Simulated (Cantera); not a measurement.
Input: 1 mol SiCl4, 0.47 mol N2O, 66 mol N2, at 1175 K and 0.133 bar.

Method: chemical equilibrium by Gibbs-energy minimisation in Cantera with the NASA 1993 tables (ideal gas, pure condensed phases). Candidate condensed phases: Si, SiO2, Si2N2O, Si3N4; 23 gas species. The tables hold silica as quartz up to 1696 K and as liquid above; real silica turns to tridymite and cristobalite and melts near 1996 K. Kinetics and transport are ignored.

Problem. What is the equilibrium state?

Solution. 
| Item | Value |
|---|---|
| x(N2) | 0.981 |
| x(SiCl4) | 0.0113 |
| x(Cl2) | 0.00654 |
| x(Cl) | 0.000802 |
| n(SiO2(β-quartz)) | 0.235 mol |
| gas amount | 67.73 mol |
| log10 activity of Si(s) (absent) | -19.30 |
